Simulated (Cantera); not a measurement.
Hydrocarbon pyrolysis for carbon deposition

A perfectly stirred reactor is fed with 1.75 % C2H6, 98.2 % N2, at 1.80 Torr; it is held at 1400 K, and followed from long to short residence time.

Model: GRI-Mech 3.0 (53 species, 325 reactions), integrated in Cantera. GRI-Mech 3.0 stops at C3 and has no aromatics, soot or wall deposition, so with more carbon than oxygen in the feed, carbon stays in small species such as C2H2 where larger ones or solid carbon would form. Radical loss at walls, strong at low pressure, is not modelled.

```tsv
τ (s)	x C2H6	x C2H4	x HCN	x C2H	x H
13	7.82e-5	0.000420	3.80e-6	4.90e-8	9.74e-5
4.2	0.000222	0.00107	2.28e-6	5.29e-8	0.000105
1.4	0.000608	0.00243	1.38e-6	5.47e-8	0.000113
0.44	0.00173	0.00483	8.13e-7	4.90e-8	0.000117
0.14	0.00461	0.00673	4.50e-7	3.03e-8	0.000108
0.047	0.00991	0.00512	2.09e-7	9.64e-9	8.14e-5
0.015	0.0152	0.00148	5.45e-8	9.20e-10	4.13e-5
0.0050	0.0171	0.000169	3.25e-9	8.64e-12	1.22e-5
0.0016	0.0175	7.01e-6	5.09e-12	<1e-12	1.39e-6
0.00053	0.0175	2.74e-7	<1e-12	<1e-12	1.22e-7
0.00017	0.0175	1.06e-8	<1e-12	<1e-12	9.43e-9
```
x: mole fraction; the columns are a selection and need not sum to one.
